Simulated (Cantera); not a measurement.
Ignition delay

Mixture: CH3OH : O2 : N2 : H2O = 1 : 1 : 3.76 : 0.31 (molar parts), equivalence ratio 1.5, at 3.00 bar, adiabatic and at constant pressure. Ignition delay is the time to a rise of 400 K.

Cantera simulation using GRI-Mech 3.0 (53 species, 325 reactions); the numbers are that mechanism's predictions, not measurements. GRI-Mech 3.0 was tuned for natural gas; its chemistry of methanol as a main component is partial and can be far from experiment.

| T0 (K) | delay (ms) |
|---|---|
| 1298 | 0.676 |
| 1373 | 0.253 |
| 1448 | 0.108 |
| 1523 | 0.0512 |
| 1598 | 0.0269 |
| 1673 | 0.0152 |
| 1748 | 0.00924 |

| Item | Value |
|---|---|
| apparent activation energy between 1598 and 1748 K | 170 kJ/mol |
